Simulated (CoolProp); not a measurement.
Toluene along the isotherm 620 K: Z from the reference equation and from simpler models built on Tc = 591.7 K, pc = 41.26 bar, ω = 0.266; each cubic takes its own stable root.

Values from CoolProp's reference Helmholtz-energy equation of state, Lemmon 2006. It is a short technical equation, of lower accuracy than the large ones.

| p (bar) | phase | reference |
|---|---|---|
| 27.5 | gas | 0.7588 |
| 55 | supercritical | 0.3540 |
| 82.5 | supercritical | 0.3221 |
| 110 | supercritical | 0.3915 |
| 138 | supercritical | 0.4655 |
| 165 | supercritical | 0.5366 |
| 193 | supercritical | 0.6095 |
| 220 | supercritical | 0.6789 |
| 248 | supercritical | 0.7500 |
| 275 | supercritical | 0.8177 |
| 303 | supercritical | 0.8871 |
| 330 | supercritical | 0.9533 |
| 358 | supercritical | 1.021 |
| 385 | supercritical | 1.086 |
| 413 | supercritical | 1.153 |

Task: How far does each simpler model (van der Waals, Redlich-Kwong, Soave-Redlich-Kwong, Peng-Robinson) lie from the reference over these 15 states: mean and median of the absolute difference, and the worst?

Result: 
- van der Waals: mean 33.2 %, median 37.8 %, worst +38.0 % at 620 K and 413 bar
- Redlich-Kwong: mean 8.9 %, median 8.2 %, worst +17.3 % at 620 K and 82.5 bar
- Soave-Redlich-Kwong: mean 11.0 %, median 9.8 %, worst +21.4 % at 620 K and 82.5 bar
- Peng-Robinson: mean 3.4 %, median 2.7 %, worst +10.6 % at 620 K and 82.5 bar
